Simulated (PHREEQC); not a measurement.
NaHS is added in steps, without added water, to 1 kg of water holding 0.05 mol KH2PO4, at 25 °C. The system is closed to oxygen. No CO2 enters from the air. Precipitation was switched off in this run.

Base run: PHREEQC, ion-association model, phreeqc.dat. Each further column changes one thing. The table gives HS- (mol/kgw).

```csv
NaHS added (mol),base,all activity coefficients set to 1,database wateq4f.dat,Debye-Hückel limiting law,Davies equation for every ion
0,0,0,0,0,0
0.004167,0.000377,0.000488,0.000377,0.000325,0.000369
0.008333,0.00135,0.00169,0.00135,0.00117,0.00133
0.0125,0.00276,0.00336,0.00276,0.00242,0.00272
0.01458,0.00360,[?],0.00360,0.00316,0.00355
0.01875,0.00550,0.00649,0.00550,0.00486,0.00543
0.02292,0.00765,0.00887,0.00765,[?],0.00756
0.02708,0.0100,0.0114,0.0100,[?],0.00990
0.03125,0.0125,[?],0.0125,0.0113,0.0124
0.03542,0.0152,0.0170,0.0152,0.0137,0.0151
0.0375,0.0166,0.0185,0.0166,[?],0.0165
0.04167,0.0195,0.0215,0.0195,0.0177,0.0193
0.04583,0.0224,0.0246,0.0224,0.0205,0.0223
0.05,0.0255,0.0277,0.0255,0.0234,0.0253
```

### Question
Some entries are withheld; supply them.

### Answer

- 0.01458, all activity coefficients set to 1: 0.00433
- 0.02292, Debye-Hückel limiting law: 0.00680
- 0.02708, Debye-Hückel limiting law: 0.00894
- 0.03125, all activity coefficients set to 1: 0.0142
- 0.0375, Debye-Hückel limiting law: 0.0150

 The polysulfide entries of wateq4f.dat were taken out for this run. H3PO4, which wateq4f.dat lacks, is added to it with the constant of phreeqc.dat. phreeqc.dat and wateq4f.dat share most of their constants, so their agreement is no independent check.
